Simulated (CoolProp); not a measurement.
A simple Rankine cycle with R236EA: condensing at 303.15 K, boiler at 1.47 MPa, turbine inlet 375.1 K, turbine efficiency 0.65, pump efficiency 0.6, no recuperator. Each further row changes one setting.

The numbers come from the reference Helmholtz-energy equation of state, Rui 2013 in CoolProp.

| case | thermal efficiency (%) | net work (kJ/kg) | heat in (kJ/kg) | turbine exit temperature (K) | volume ratio over the turbine |
|---|---|---|---|---|---|
| as stated | 8.8 | 17.6 | 201 | 336.4 | 6.95 |
| turbine inlet 395.1 K | 8.7 | 19.6 | … | … | 6.58 |
| condensing temperature 295.15 K | 9.7 | 20.6 | 211 | 332.2 | 9.17 |
| boiler pressure 1.03 MPa | … | 15.4 | … | 347.6 | 4.48 |
| turbine efficiency 0.55 | 7.3 | … | 201 | 339.5 | 7.03 |

Problem. Fill in the missing entries.

Solution. 
- turbine inlet 395.1 K, heat in (kJ/kg): 225
- turbine inlet 395.1 K, turbine exit temperature (K): 359.2
- boiler pressure 1.03 MPa, thermal efficiency (%): 7.4
- boiler pressure 1.03 MPa, heat in (kJ/kg): 210
- turbine efficiency 0.55, net work (kJ/kg): 14.7
